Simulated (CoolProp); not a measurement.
Vapour-liquid equilibrium of benzene (1) + octamethylcyclotetrasiloxane (D4) (2) at 430.5 K; x and y are mole fractions of (1).

Values from CoolProp's multi-fluid Helmholtz-energy mixture model, Thol 2012 and Thol 2015; pair parameters Bell 2016.

```tsv
x	bubble pressure (kPa)	y at the bubble point	dew pressure at overall composition x (kPa)	liquid density (mol/L)
0.05	82.90	0.278	64.87	2.779
0.2	157.8	0.669	75.69	3.173
0.35	242.4	0.818	90.79	3.668
0.5	330.8	0.893	113.4	4.312
0.65	424.0	0.939	151.2	5.183
0.8	525.9	0.972	227.6	6.426
0.95	637.7	0.995	453.7	8.333
```

No azeotrope shows between x = 0.05 and 0.95.

The pair parameters rest on a limited set of measurements; away from them the model extrapolates.
